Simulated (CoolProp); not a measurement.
Vapour-liquid equilibrium of n-hexane (1) + m-xylene (2) at 0.0598 MPa; x and y are mole fractions of (1).

Computed with CoolProp (multi-fluid Helmholtz-energy mixture model, Thol 2019 and Zhou 2012; pair parameters Bell 2016).

```csv
x,bubble temperature (°C),y at the bubble point,dew temperature at overall composition x (°C),liquid density (mol/L)
0.05,111.3,0.278,119.0,7.341
0.125,99.2,0.551,116.6,7.407
0.2,89.2,0.710,114.1,7.452
0.275,81.4,0.804,111.4,7.479
0.35,75.3,0.861,108.5,7.489
0.425,70.5,0.897,105.3,7.486
0.5,66.8,0.921,101.8,7.474
0.575,63.8,0.939,97.8,7.453
0.65,61.4,0.952,93.4,7.428
0.725,59.4,0.963,88.1,7.399
0.8,57.5,0.973,81.7,7.369
0.875,55.8,0.982,73.5,7.340
0.95,54.0,0.992,61.8,7.313
```

No azeotrope shows between x = 0.05 and 0.95.

The pair parameters rest on a limited set of measurements; away from them the model extrapolates.
